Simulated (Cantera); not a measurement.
**Thermodynamics of silicon oxide and oxynitride deposition, feed SiF4 + N2O + H2**

Input: 1 mol SiF4, 22 mol N2O, 0.46 mol H2, held at 10.0 mbar.

These are equilibrium values from Cantera (NASA tables, ideal gas, pure condensed phases), not measurements of a reactor. Candidate condensed phases: H2O, Si, SiO2, Si2N2O, Si3N4; 58 gas species. The tables hold silica as quartz up to 1696 K and as liquid above; real silica turns to tridymite and cristobalite and melts near 1996 K. Equilibrium is a limit: real reactors are often held back by kinetics, nucleation or transport.

```tsv
T (°C)	log p N2	log p O2	log p HF	log p SiF4	log p H2O	log p NO	n SiO2(β-quartz)
627	-2.19	-2.50	-3.63	-3.64	-4.80	-6.99	0.203
677	-2.19	-2.50	-3.61	-3.64	-4.93	-6.72	0.210
727	-2.19	-2.50	-3.60	-3.64	-5.05	-6.46	0.215
777	-2.19	-2.50	-3.60	-3.64	-5.17	-6.24	0.218
827	-2.19	-2.51	-3.59	-3.65	-5.29	-6.03	0.221
877	-2.19	-2.51	-3.59	-3.65	-5.39	-5.84	0.223
927	-2.19	-2.51	-3.58	-3.65	-5.49	-5.67	0.224
977	-2.19	-2.51	-3.58	-3.65	-5.58	-5.51	0.225
1027	-2.19	-2.51	-3.58	-3.65	-5.66	-5.36	0.226
1077	-2.20	-2.51	-3.58	-3.65	-5.74	-5.23	0.227
1127	-2.20	-2.51	-3.58	-3.65	-5.81	-5.10	0.227
1177	-2.20	-2.51	-3.58	-3.65	-5.88	-4.98	0.228
```
log p: log10 of the partial pressure in bar; n: condensed amount in mol.

From 627 °C to 1177 °C the condensed part is SiO2(β-quartz). The main Si-bearing gas is SiF4 throughout. The share of Si in condensed phases is highest at 1177 °C (22.8 %) and lowest at 627 °C (20.3 %).
